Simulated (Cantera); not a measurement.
Charge: 1 mol BaF2, 4 mol HF, 4.1 mol N2, at 0.0133 bar.

These are equilibrium values from Cantera (NASA tables, ideal gas, pure condensed phases), not measurements of a reactor. Candidate condensed phases: Ba, BaF2; 24 gas species. The numbers say what is thermodynamically allowed, not how fast it happens.

x: gas mole fraction; n: condensed amount in mol.

```tsv
T (°C)	x N2	x HF	x BaF2	x F	x H	x H2	n BaF2(s)	n BaF2(l)
525	0.506	0.494	<1e-12	<1e-12	<1e-12	<1e-12	1.00	0
625	0.506	0.494	3.52e-12	5.52e-12	<1e-12	2.76e-12	1.00	0
725	0.506	0.494	…	…	<1e-12	…	1.00	0
825	0.506	0.494	4.42e-8	1.83e-9	6.48e-12	9.14e-10	1.00	0
925	0.506	0.494	1.42e-6	1.63e-8	1.48e-10	8.07e-9	1.000	0
1025	0.506	0.494	2.54e-5	1.04e-7	2.09e-9	5.08e-8	1.000	0
1125	0.506	0.494	0.000286	5.10e-7	2.03e-8	2.45e-7	0.998	0
1225	0.505	0.493	0.00224	2.04e-6	1.45e-7	9.47e-7	0.982	0
1325	0.500	0.487	0.0131	6.88e-6	8.02e-7	3.03e-6	0.893	0
1425	0.477	0.465	0.0573	2.00e-5	3.55e-6	8.02e-6	0	0.507
1525	0.451	0.439	0.110	5.19e-5	1.30e-5	1.82e-5	0	0
1625	0.451	0.439	0.110	…	…	…	0	0
1725	0.450	0.439	0.110	0.000289	0.000120	7.42e-5	0	0
1825	0.450	0.439	0.110	0.000615	0.000305	0.000131	0	0
```

Problem. Fill in the missing entries.

Solution. 
- 1625, x F: 0.000127
- 1625, x H: 4.21e-5
- 1625, x H2: 3.86e-5
- 725, x BaF2: 6.47e-10
- 725, x F: 1.34e-10
- 725, x H2: 6.71e-11
